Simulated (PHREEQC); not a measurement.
## Silver or lead bath: speciation

Consider water at 25 °C with 0.00037 mol Ag2SO4 and 0.00036 mol NaNO3 per kg of water. It is in equilibrium with CO2 at log p = -3.5 (atm). Otherwise closed; pH follows from the charge balance.

Model: ion-association model, wateq4f.dat, run in PHREEQC.

* **pH**: 5.67
* **ionic strength**: 0.00146 mol/kgw

```tsv
species	molality	activity	log γ
Ag+	0.000736	0.000705	-0.019
SO4-2	0.000365	0.000308	-0.073
NO3-	0.000360	0.000345	-0.019
Na+	0.000359	0.000345	-0.018
CO2	1.08e-5	1.08e-5	0.000
AgSO4-	4.42e-6	4.23e-6	-0.019
HCO3-	2.31e-6	2.22e-6	-0.018
H+	2.25e-6	2.16e-6	-0.018
NaSO4-	5.55e-7	5.32e-7	-0.018
AgNO3	1.25e-7	1.25e-7	0.000
```

Precipitation was switched off in this run.
